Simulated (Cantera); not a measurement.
Catalytic stagnation flow on Pt

A jet of 1.29 % CH4, 13.9 % O2, 84.8 % N2 at 300 K and 0.0434 atm hits a platinum plate 6.2 cm away at a mass flux of 0.038 kg/m²/s; the plate temperature is set and raised in steps from an oxygen-covered start.

Computed with Cantera and Deutschmann's 1995 Pt surface mechanism with GRI-Mech 3.0 gas chemistry. Catalytic surfaces can have several steady states; this one follows from the mechanism file's or the stated starting coverage.

```
plate T (K)  wall x CH4  wall x O2  wall x H2O  wall x OH  wall x CO  wall x CO2  θ free Pt   θ O*
-----------  ----------  ---------  ----------  ---------  ---------  ----------  ---------  -----
850              0.0106      0.135     0.00431      <1e-8    3.02e-6     0.00280      0.161  0.839
900             0.00882      0.131     0.00757    2.40e-8    3.59e-6     0.00494      0.226  0.773
950             0.00705      0.127      0.0108    7.89e-8    3.97e-6     0.00708      0.296  0.704
1000            0.00557      0.124      0.0136    2.18e-7    4.23e-6     0.00888      0.367  0.633
1050            0.00443      0.122      0.0156    5.31e-7    4.49e-6      0.0102      0.437  0.563
1100            0.00359      0.120      0.0172    1.17e-6    4.81e-6      0.0112      0.505  0.495
```
x: mole fraction at the wall; θ: surface coverage.
